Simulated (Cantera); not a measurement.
**(CH3)2SiCl2 + HCl + H2 (silicon carbide growth)**

Feed: 1 mol (CH3)2SiCl2, 0.54 mol HCl, 130 mol H2, equilibrated at 1.00 bar.

Method: chemical equilibrium by Gibbs-energy minimisation in Cantera with the NASA 1993 tables (ideal gas, pure condensed phases). Candidate condensed phases: C, C6H6, C7H8, C8H18, Si, SiC; 109 gas species. The feed counts by its element totals alone. Equilibrium is a limit: real reactors are often held back by kinetics, nucleation or transport.

From 1098 K to 1298 K the condensed part is SiC(s). From 1348 K to 1698 K the condensed part is C(graphite) + SiC(s). The main Si-bearing gas is SiCl4 at 1098 K and SiCl2 at 1698 K.

| T (K) | log p H2 | log p HCl | log p CH4 | log p H | log p SiCl4 | log p SiHCl3 | log p C2H2 (acetylene) | log p SiCl2 | n SiC(s) | n C(graphite) |
|---|---|---|---|---|---|---|---|---|---|---|
| 1098 | -0.01 | -1.74 | -2.11 | -7.61 | -3.98 | -4.09 | -9.21 | -5.57 | 0.973 | 0 |
| 1148 | -0.01 | -1.73 | -2.12 | -7.15 | -4.55 | -4.53 | -8.39 | -5.54 | 0.991 | 0 |
| 1198 | -0.01 | -1.72 | -2.12 | -6.73 | -5.10 | -4.95 | -7.63 | -5.53 | 0.997 | 0 |
| 1248 | -0.01 | -1.72 | -2.13 | -6.34 | -5.61 | -5.35 | -6.92 | -5.53 | 0.998 | 0 |
| 1298 | -0.01 | -1.72 | -2.13 | -5.98 | -6.08 | -5.72 | -6.27 | -5.54 | 0.999 | 0 |
| 1348 | -0.01 | -1.72 | -2.26 | -5.64 | -6.40 | -5.93 | -5.93 | -5.41 | 0.999 | 0.257 |
| 1398 | -0.01 | -1.72 | -2.38 | -5.33 | -6.69 | -6.13 | -5.62 | -5.29 | 0.999 | 0.441 |
| 1448 | -0.01 | -1.72 | -2.50 | -5.04 | -6.95 | -6.31 | -5.33 | -5.18 | 0.999 | 0.571 |
| 1498 | -0.01 | -1.72 | -2.60 | -4.77 | -7.20 | -6.48 | -5.06 | -5.07 | 0.999 | 0.665 |
| 1548 | -0.01 | -1.72 | -2.71 | -4.52 | -7.43 | -6.63 | -4.81 | -4.97 | 0.998 | 0.732 |
| 1598 | -0.01 | -1.72 | -2.80 | -4.28 | -7.65 | -6.78 | -4.58 | -4.88 | 0.998 | 0.782 |
| 1648 | -0.01 | -1.72 | -2.89 | -4.05 | -7.85 | -6.91 | -4.36 | -4.80 | 0.998 | 0.817 |
| 1698 | -0.01 | -1.72 | -2.97 | -3.84 | -8.04 | -7.04 | -4.15 | -4.72 | 0.997 | 0.840 |
log p: log10 of the partial pressure in bar; n: condensed amount in mol.
